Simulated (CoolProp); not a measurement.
Vapour pressure (MPa) of hydrogen chloride: the reference equation beside estimates from Tc = 324.7 K, pc = 8.314 MPa, ω = 0.130.

Model: reference Helmholtz-energy equation of state, Thol 2018, in CoolProp.

```tsv
T (K)	reference	Lee-Kesler	van der Waals
199.5	0.1851	0.1792	0.8274
205.9	0.2521	0.2463	0.9870
212.3	0.3364	0.3314	1.166
218.7	0.4408	0.4372	1.366
225.1	0.5682	0.5668	1.586
231.5	0.7216	0.7232	1.829
237.9	0.9043	0.9095	2.095
244.3	1.120	1.129	2.385
250.6	1.367	1.381	2.695
257	1.657	1.675	3.034
263.4	1.990	2.013	3.399
```

Absolute difference from the reference over all 11 rows, mean and median: Lee-Kesler 1.2 and 1.0 %, van der Waals 174.8 and 153.5 %.
